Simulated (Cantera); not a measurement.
Charge: 1 mol CH4, 0.25 mol H2O, 1.4 mol N2, held at 725 K and 8.10 bar.

Method: chemical equilibrium by Gibbs-energy minimisation in Cantera with the NASA 1993 tables (ideal gas, pure condensed phases). Candidate condensed phases: C, C6H6, C7H8, C8H18, H2O; 136 gas species. The numbers say what is thermodynamically allowed, not how fast it happens.

Base state: N2 0.505, CH4 0.321, H2 0.0878, H2O 0.0813, CO2 0.00415, NH3 0.00103, CO 0.000595 (mole fractions); condensed: C(graphite).

What changes in the equilibrium state with this change: temperature from 725 K to 3023 K?


| species | before | after |
|---|---|---|
| H2 | 0.0878 | 0.465 |
| N2 | 0.505 | 0.304 |
| HCN | 2.46e-9 | 0.0782 |
| CH4 | 0.321 | 0.000133 |
| H | <1e-9 | 0.0406 |
| C2H2 (acetylene) | <1e-9 | 0.0309 |
| HNC | <1e-9 | 0.0150 |
| H2O | 0.0813 | 2.00e-6 |
| CO | 0.000595 | 0.0628 |
| C4H2 | <1e-9 | 0.000858 |
| CN | <1e-9 | 0.000720 |
| C(graphite), mol | 0.0984 | 0.105 |

What changes in the equilibrium state with this change: temperature from 725 K to 523.15 K?


| species | before | after |
|---|---|---|
| N2 | 0.505 | 0.526 |
| CH4 | 0.321 | 0.374 |
| H2O | 0.0813 | 0.0903 |
| H2 | 0.0878 | 0.00666 |
| CO | 0.000595 | 1.55e-6 |
| CO2 | 0.00415 | 0.00189 |
| NH3 | 0.00103 | 0.000594 |
| C(graphite), mol | 0.0984 | 0 |
